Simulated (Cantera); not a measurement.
# Thermodynamics of carbon deposition, reforming and gasification, feed C2H4 + NH3 + H2

Charge: 1 mol C2H4, 0.01 mol NH3, 0.39 mol H2, at 0.578 Torr.

Method: chemical equilibrium by Gibbs-energy minimisation in Cantera with the NASA 1993 tables (ideal gas, pure condensed phases). Candidate condensed phases: C, C6H6, C7H8, C8H18; 110 gas species. Ions and electrons are included (thermal ionisation). Equilibrium is a limit: real reactors are often held back by kinetics, nucleation or transport.

```csv
T (°C),x H2,x H,x C,x C3,x C2,x C2H2 (acetylene),x C2H,x N2,n C(graphite)
1727,0.940,0.0568,3.95e-8,3.60e-8,3.04e-9,0.000722,8.17e-7,0.00170,1.99
1977,0.761,0.234,4.73e-6,8.44e-6,7.43e-7,0.00255,3.10e-5,0.00124,1.98
2227,0.411,0.581,0.000216,0.000646,5.95e-5,0.00445,0.000451,0.000733,1.95
2477,0.118,0.845,0.00490,0.0219,0.00212,0.00331,0.00276,0.000397,1.60
2727,0.0210,0.824,0.0403,0.0927,0.0154,0.000488,0.00330,0.000217,0
2977,0.00465,0.789,0.130,0.0499,0.0242,2.72e-5,0.00110,0.000163,0
3227,0.00118,0.730,0.242,0.00932,0.0167,9.90e-7,0.000193,0.000160,0
3477,0.000387,0.710,0.282,0.000683,0.00557,2.81e-8,2.06e-5,0.000197,0
3727,0.000151,0.707,0.290,5.05e-5,0.00173,1.05e-9,2.39e-6,0.000151,0
3977,6.65e-5,0.706,0.292,4.80e-6,0.000593,5.59e-11,3.46e-7,6.24e-5,0
4227,3.20e-5,0.705,0.293,5.83e-7,0.000227,4.10e-12,6.14e-8,1.80e-5,0
4477,1.67e-5,0.705,0.292,8.79e-8,9.55e-5,<1e-12,1.30e-8,4.98e-6,0
4727,9.24e-6,0.704,0.292,1.59e-8,4.37e-5,<1e-12,3.20e-9,1.48e-6,0
```
x: gas mole fraction; n: condensed amount in mol.

From 1727 °C to 2477 °C the condensed part is C(graphite). From 2727 °C to 4727 °C nothing is condensed. The main C-bearing gas is C2H2 (acetylene) at 1727 °C and C at 4727 °C.
